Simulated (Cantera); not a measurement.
Charge: 1 mol B2O3, 0.51 mol F2, 0.37 mol N2, at 75.0 Torr.

These are equilibrium values from Cantera (NASA tables, ideal gas, pure condensed phases), not measurements of a reactor. Candidate condensed phases: B, BN, B2O3; 31 gas species. Kinetics and transport are ignored.

Problem. What share of the B ends up in condensed phases as a function of T (K), at 1148, 1198, 1248, 1298, 1348, 1398, 1448, 1498, 1548, 1598, 1648?

Solution. 
```tsv
T (K)	B condensed (%)	as
1148	79.1	B2O3(l)
1198	78.9	B2O3(l)
1248	78.6	B2O3(l)
1298	78.1	B2O3(l)
1348	77.4	B2O3(l)
1398	76.2	B2O3(l)
1448	74.3	B2O3(l)
1498	71.4	B2O3(l)
1548	67.2	B2O3(l)
1598	61.6	B2O3(l)
1648	55.8	B2O3(l)
```
